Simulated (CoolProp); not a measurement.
Toluene at several states: fugacity coefficient from the reference equation and from simpler models built on Tc = 591.7 K, pc = 4.126 MPa, ω = 0.266; each cubic takes its own stable root.

Values from CoolProp's reference Helmholtz-energy equation of state, Lemmon 2006. It is a short technical equation, of lower accuracy than the large ones.

```csv
T (K),p (MPa),phase,reference
210.4,0.0557,liquid,7.103e-5
610.9,1.32,gas,0.8966
314.1,0.34,liquid,0.02442
201.4,10.5,liquid,2.269e-7
```

Task: How far does each simpler model (van der Waals, Redlich-Kwong, Soave-Redlich-Kwong, Peng-Robinson) lie from the reference over these 4 states: mean and median of the absolute difference, and the worst?

Result: 
- van der Waals: mean 194587.0 %, median 95701.7 %, worst +586942.8 % at 201.4 K and 10.5 MPa
- Redlich-Kwong: mean 235.3 %, median 254.8 %, worst +431.1 % at 201.4 K and 10.5 MPa
- Soave-Redlich-Kwong: mean 5.7 %, median 2.9 %, worst +16.2 % at 201.4 K and 10.5 MPa
- Peng-Robinson: mean 21.4 %, median 19.1 %, worst +47.0 % at 201.4 K and 10.5 MPa
